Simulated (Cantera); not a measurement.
A perfectly stirred reactor is fed with CO : O2 : H2O : N2 = 0.017 : 0.039 : 0.00023 : 1 (molar parts), at 1.48 atm; it is held at 1275 K, and followed from long to short residence time.

Computed with Cantera and GRI-Mech 3.0 (53 species, 325 reactions).

**Question.** What does this change do: temperature 1275 to 1025 K?

**Answer.** 
```csv
quantity,before,after
x(CO) at τ = 19.0 s,7.93e-5,0.00566
x(O2) at τ = 19.0 s,0.0291,0.0319
x(H2O) at τ = 19.0 s,0.000218,0.000218
x(O) at τ = 19.0 s,4.03e-6,3.34e-7
x(NO) at τ = 19.0 s,1.15e-5,4.05e-8
x(CO) at τ = 0.110 s,0.00247,0.0160
x(O2) at τ = 0.110 s,0.0302,0.0369
x(H2O) at τ = 0.110 s,0.000211,0.000218
x(O) at τ = 0.110 s,0.000114,1.52e-7
x(NO) at τ = 0.110 s,3.20e-6,<1e-12
```

**Question.** What does this change do: temperature 1275 to 1300 K?

**Answer.** 
| quantity | before | after |
|---|---|---|
| x(CO) at τ = 19.0 s | 7.93e-5 | 6.83e-5 |
| x(O2) at τ = 19.0 s | 0.0291 | 0.0291 |
| x(H2O) at τ = 19.0 s | 0.000218 | 0.000218 |
| x(O) at τ = 19.0 s | 4.03e-6 | 4.38e-6 |
| x(NO) at τ = 19.0 s | 1.15e-5 | 1.31e-5 |
| x(CO) at τ = 0.110 s | 0.00247 | 0.00215 |
| x(O2) at τ = 0.110 s | 0.0302 | 0.0301 |
| x(H2O) at τ = 0.110 s | 0.000211 | 0.000210 |
| x(O) at τ = 0.110 s | 0.000114 | 0.000126 |
| x(NO) at τ = 0.110 s | 3.20e-6 | 4.28e-6 |

**Question.** What does this change do: N2 1 to 8.2 parts?

**Answer.** 
```json
[
 {"quantity": "x(CO) at τ = 19.0 s", "before": "7.93e-5", "after": "3.89e-5"},
 {"quantity": "x(O2) at τ = 19.0 s", "before": "0.0291", "after": "0.00371"},
 {"quantity": "x(H2O) at τ = 19.0 s", "before": "0.000218", "after": "2.75e-5"},
 {"quantity": "x(O) at τ = 19.0 s", "before": "4.03e-6", "after": "2.12e-6"},
 {"quantity": "x(NO) at τ = 19.0 s", "before": "1.15e-5", "after": "4.21e-6"},
 {"quantity": "x(CO) at τ = 0.110 s", "before": "0.00247", "after": "0.000959"},
 {"quantity": "x(O2) at τ = 0.110 s", "before": "0.0302", "after": "0.00415"},
 {"quantity": "x(H2O) at τ = 0.110 s", "before": "0.000211", "after": "2.57e-5"},
 {"quantity": "x(O) at τ = 0.110 s", "before": "0.000114", "after": "3.99e-5"},
 {"quantity": "x(NO) at τ = 0.110 s", "before": "3.20e-6", "after": "8.18e-7"}
]
```
